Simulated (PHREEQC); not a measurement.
Acid mine or pickling water: speciation

A made-up water analysis in mmol/kgw, 25 °C, pH 2.9:

```tsv
constituent	mmol/kgw
Na	102
K	15.4
Ca	3.85
Mg	1.59
Cl	16.6
S(6)	55.1
```

Valence states are taken as typed.

All values are PHREEQC results (Pitzer model, pitzer.dat), not measurements.

Each row changes one thing in this solution. Precipitation was switched off in this run.

```
case                                               ionic strength (mol/kgw)  SO4-2 (mol/kgw)  HSO4- (mol/kgw)  SI of Gypsum (CaSO4:2H2O)  SI of Halite (NaCl)
-------------------------------------------------  ------------------------  ---------------  ---------------  -------------------------  -------------------
as made                                                               0.186           0.0529          0.00219                      -0.47                -4.64
temperature from 25 to 90 °C at the same typed pH                (withheld)       (withheld)           0.0118                      -0.46                -4.68
Mg from 1.59 to 4.77 mmol/kgw                                         0.192       (withheld)          0.00213                      -0.47                -4.64
```

Question: Fill in the missing entries.

Answer: 
- temperature from 25 to 90 °C at the same typed pH, ionic strength (mol/kgw): 0.171
- temperature from 25 to 90 °C at the same typed pH, SO4-2 (mol/kgw): 0.0433
- Mg from 1.59 to 4.77 mmol/kgw, SO4-2 (mol/kgw): 0.0530

At this temperature some constants are extrapolated from 25 °C, and those without enthalpy data are left unchanged.
